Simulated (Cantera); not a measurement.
Mixture: CH4 : CO : O2 : N2 = 1 : 0.27 : 4.03 : 15.1 (molar parts), equivalence ratio 0.53, at 12000 Torr, adiabatic and at constant volume. Ignition delay is the time to a rise of 400 K.

Detailed kinetics in Cantera: GRI-Mech 3.0 (53 species, 325 reactions). The pressure lies above the range GRI-Mech 3.0 was tuned for (to about 10 atm).

What does this change do: constant pressure in place of constant volume?


```json
[
 {"quantity": "delay at 1223 K", "before": "1.91 ms", "after": "1.99 ms"},
 {"quantity": "delay at 1298 K", "before": "0.760 ms", "after": "0.799 ms"},
 {"quantity": "delay at 1373 K", "before": "0.332 ms", "after": "0.350 ms"},
 {"quantity": "delay at 1448 K", "before": "0.156 ms", "after": "0.165 ms"},
 {"quantity": "delay at 1523 K", "before": "77.9 µs", "after": "83.0 µs"},
 {"quantity": "delay at 1598 K", "before": "41.3 µs", "after": "44.1 µs"},
 {"quantity": "apparent activation energy between 1448 and 1598 K", "before": "170 kJ/mol", "after": "170 kJ/mol"}
]
```

What does this change do: N2 15.1 to 40 parts?


| quantity | before | after |
|---|---|---|
| delay at 1223 K | 1.91 ms | 4.60 ms |
| delay at 1298 K | 0.760 ms | 1.87 ms |
| delay at 1373 K | 0.332 ms | 0.823 ms |
| delay at 1448 K | 0.156 ms | 0.383 ms |
| delay at 1523 K | 77.9 µs | 0.187 ms |
| delay at 1598 K | 41.3 µs | 95.1 µs |
| apparent activation energy between 1448 and 1598 K | 170 kJ/mol | 180 kJ/mol |
